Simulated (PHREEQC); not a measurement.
1 kg of water holding 0.024 mol Na2SO4 and 0.0034 mol Na2CO3 is evaporated at 90 °C; the solids stay in contact with the brine. CO2 from the air is kept out. Only these solids could form: Burkeite, Mirabilite, Nahcolite, Natron, Thenardite, Trona.

The series has 28 steps of water left (kg), from 1 to 0.005046.

The numbers come from PHREEQC with the Pitzer model, pitzer.dat.

Which solids form, in which order, and at which step of the series does each first stand?

Thenardite from water left = 0.009062 kg (pH 10.69).

Species that the database lacks are ignored. Away from 25 °C the constants follow the database's enthalpies or fits; those with neither stay at their 25 °C values.
